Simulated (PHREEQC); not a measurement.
Buffer (model solution)

Make-up at 25 °C: 0.00099 mol NaH2PO4, 7.8e-05 mol Na2B4O7 and 0.0024 mol NaCl per kg of water. Closed to the air; pH follows from the charge balance.

All values are PHREEQC results (ion-association model, wateq4f.dat), not measurements.

```
Quantity                    Value
----------------  ---------------
pH                           6.39
ionic strength    0.00370 mol/kgw
total alkalinity     0.156 meq/kg
```

```csv
species,molality,activity,log γ
Na+,0.00354,0.00332,-0.028
Cl-,0.00240,0.00225,-0.029
H2PO4-,0.000834,0.000782,-0.028
H3BO3,0.000311,0.000312,0.000
HPO4-2,0.000155,0.000120,-0.113
NaHPO4-,8.26e-7,7.75e-7,-0.028
H2BO3-,4.73e-7,4.42e-7,-0.030
H+,4.31e-7,4.06e-7,-0.026
H3PO4,4.67e-8,4.67e-8,0.000
OH-,2.64e-8,2.47e-8,-0.029
```

No solid was allowed to form. H3PO4, which wateq4f.dat lacks, is added to it with the constant of phreeqc.dat.
